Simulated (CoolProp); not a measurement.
n-nonane at 298.15 K and 2.63 MPa flows at 2.1 m/s in a round tube of 100 mm bore and 45 µm roughness, fully developed (64/Re and Nu = 3.66 if laminar; Colebrook and Gnielinski if turbulent). Each further row changes one setting.

Values from CoolProp's reference Helmholtz-energy equation of state, Lemmon 2006. It is a short technical equation, of lower accuracy than the large ones.

| case | Reynolds number | Darcy friction factor | pressure drop (Pa/m) | heat-transfer coefficient (W/(m² K)) | mass flow (kg/h) |
|---|---|---|---|---|---|
| as stated | ___ | ___ | 290 | 2160 | 42500 |
| velocity 4.2 m/s | 447000 | ___ | 1100 | ___ | ___ |
| diameter 200 mm | 447000 | ___ | ___ | 1960 | 170000 |

**Question.** Some entries are withheld; supply them.

**Answer.** 
- as stated, Reynolds number: 224000
- as stated, Darcy friction factor: 0.0184
- velocity 4.2 m/s, Darcy friction factor: 0.0175
- velocity 4.2 m/s, heat-transfer coefficient (W/(m² K)): 4190
- velocity 4.2 m/s, mass flow (kg/h): 85100
- diameter 200 mm, Darcy friction factor: 0.0158
- diameter 200 mm, pressure drop (Pa/m): 125

Viscosity comes from a separate model (Huber 2004). Thermal conductivity comes from a separate model (Huber 2005).
